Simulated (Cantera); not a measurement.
What does this Cantera script print?

```python
import numpy as np
import cantera as ct

gas_names = """
    S2 SiC2 CS2 Si Si2C
""".split()
cond_names = """
    Si(cr) Si(L) S(cr1) S(cr2) S(L)
""".split()


def load(file, names, dense=False):
    # The tables refer to 1 bar. Condensed volumes are neglected.
    table = {s.name: s for s in ct.Species.list_from_file(file)}
    out = []
    for n in names:
        d = dict(table[n].input_data)
        d["thermo"] = dict(d["thermo"], **{"reference-pressure": 1e5})
        if dense:
            d["equation-of-state"] = {"model": "constant-volume", "density": "1e6 g/cm^3"}
        out.append(ct.Species.from_dict(d))
    return out


species = {s.name: s for s in load("nasa_gas.yaml", gas_names) + load("nasa_condensed.yaml", cond_names)}
# Each term lists the table entries of one substance; the one whose range holds T is used.
reactions = {
    '2 S2(g) + SiC2(g) = 2 CS2(g) + Si(g)':
        [(-2, ['S2']), (-1, ['SiC2']), (2, ['CS2']), (1, ['Si'])],
    '3 Si(g) + SiC2(g) = 2 Si2C(g)':
        [(-3, ['Si']), (-1, ['SiC2']), (2, ['Si2C'])],
    '2 Si + CS2(g) = Si2C(g) + 2 S':
        [(-2, ['Si(cr)', 'Si(L)']), (-1, ['CS2']), (1, ['Si2C']), (2, ['S(cr1)', 'S(cr2)', 'S(L)'])],
}


def pick(names, T):
    return next(species[n] for n in names if species[n].thermo.min_temp <= T <= species[n].thermo.max_temp)


results = []
for label, terms in reactions.items():
    print(label)
    print("     T/K   dH/kJ  dS/(J/K)   dG/kJ   log10 K")
    for T in [498, 548, 598, 648, 698, 748, 798, 848, 898, 948, 998]:
        used = [(nu, pick(names, T)) for nu, names in terms]
        dH = sum(nu * s.thermo.h(T) for nu, s in used) / 1e6
        dS = sum(nu * s.thermo.s(T) for nu, s in used) / 1e3
        dG = dH - T * dS / 1e3
        logK = -dG * 1e6 / (ct.gas_constant * T * np.log(10))
        results.append((label, T, dH, dS, dG, logK, [s.name for _, s in used]))
        print(f"{T:8g} {dH:8.1f} {dS:8.1f} {dG:8.1f} {logK:8.2f}")
```

Output:

```
2 S2(g) + SiC2(g) = 2 CS2(g) + Si(g)
     T/K   dH/kJ  dS/(J/K)   dG/kJ   log10 K
     498   -187.2    -47.4   -163.6    17.16
     548   -186.9    -46.9   -161.2    15.37
     598   -186.6    -46.4   -158.9    13.88
     648   -186.3    -45.9   -156.6    12.62
     698   -186.0    -45.4   -154.3    11.55
     748   -185.7    -45.0   -152.0    10.62
     798   -185.3    -44.5   -149.8     9.81
     848   -185.0    -44.1   -147.6     9.09
     898   -184.6    -43.7   -145.4     8.46
     948   -184.3    -43.3   -143.2     7.89
     998   -183.9    -42.9   -141.1     7.38
3 Si(g) + SiC2(g) = 2 Si2C(g)
     T/K   dH/kJ  dS/(J/K)   dG/kJ   log10 K
     498   -896.5   -262.8   -765.6    80.30
     548   -896.9   -263.7   -752.4    71.72
     598   -897.3   -264.4   -739.2    64.57
     648   -897.7   -265.0   -726.0    58.52
     698   -898.0   -265.5   -712.7    53.34
     748   -898.3   -265.9   -699.4    48.84
     798   -898.6   -266.2   -686.1    44.91
     848   -898.8   -266.5   -672.8    41.44
     898   -899.0   -266.7   -659.5    38.36
     948   -899.2   -266.9   -646.2    35.60
     998   -899.4   -267.1   -632.8    33.12
2 Si + CS2(g) = Si2C(g) + 2 S
     T/K   dH/kJ  dS/(J/K)   dG/kJ   log10 K
     498    427.0     51.5    401.3   -42.09
     548    428.6     54.6    398.7   -38.00
     598    429.9     56.9    395.9   -34.58
     648    430.9     58.4    393.0   -31.68
     698    431.5     59.4    390.0   -29.19
     748    432.0     60.1    387.0   -27.03
     798    432.5     60.8    384.0   -25.14
     848    433.1     61.5    381.0   -23.47
     898    433.8     62.3    377.9   -21.98
     948    434.6     63.1    374.7   -20.65
     998    435.2     63.8    371.6   -19.45
```

Standard-state values (1 bar) from the NASA 1993 polynomials, evaluated with Cantera. Condensed species are held in their standard states even where they would react or evaporate.
